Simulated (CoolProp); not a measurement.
Aqueous ammonia as a coolant, at 23 °C, 1 atm.

The numbers come from the Melinder's fits for secondary coolants in CoolProp.

| mass % | freezing point (°C) | density (kg/m³) | conductivity (W/(m K)) | cp (kJ/(kg K)) | Prandtl number |
|---|---|---|---|---|---|
| 1.1 | -1.3 | 992.6 | 0.595 | 4.179 | 6.79 |
| 4 | -4.8 | 980.2 | 0.573 | 4.184 | 7.41 |
| 6.9 | -8.7 | 968.4 | 0.554 | 4.189 | 7.81 |
| 9.7 | -13.1 | 957.6 | 0.537 | 4.192 | 8.21 |
| 12.6 | -18.3 | 946.9 | 0.521 | 4.196 | 8.73 |
| 15.5 | -24.4 | 936.6 | 0.505 | 4.200 | 9.35 |
| 18.3 | -31.5 | 927.0 | 0.492 | 4.205 | 9.92 |
| 21.2 | -40.4 | 917.4 | 0.479 | 4.211 | 10.4 |
| 24.1 | -51.5 | 908.0 | 0.469 | 4.219 | 10.6 |
| 26.9 | -65.0 | 899.2 | 0.461 | 4.227 | 10.7 |
| 29.8 | -82.7 | 890.5 | 0.453 | 4.235 | 11.2 |
